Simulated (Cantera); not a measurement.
Input: 1 mol B₂O₃, 4.4 mol N₂, held at 240 Pa.

These are equilibrium values from Cantera (NASA tables, ideal gas, pure condensed phases), not measurements of a reactor. Candidate condensed phases: B, BN, B₂O₃; 17 gas species. Rates play no part.

**Question.** Which condensed phases are stable at each of these points (T (K)): 823, 973, 1123, 1273, 1423, 1573, 1723, 1873, 2023, 2173?

**Answer.** 
```csv
T (K),condensed phases,B condensed (%)
823,B₂O₃(l),100.0
973,B₂O₃(l),100.0
1123,B₂O₃(l),100.0
1273,B₂O₃(l),100.0
1423,B₂O₃(l),99.2
1573,B₂O₃(l),82.9
1723,gas only,0.0
1873,gas only,0.0
2023,gas only,0.0
2173,gas only,0.0
```

From 823 K to 1573 K the condensed part is B₂O₃(l). From 1723 K to 2173 K nothing is condensed.
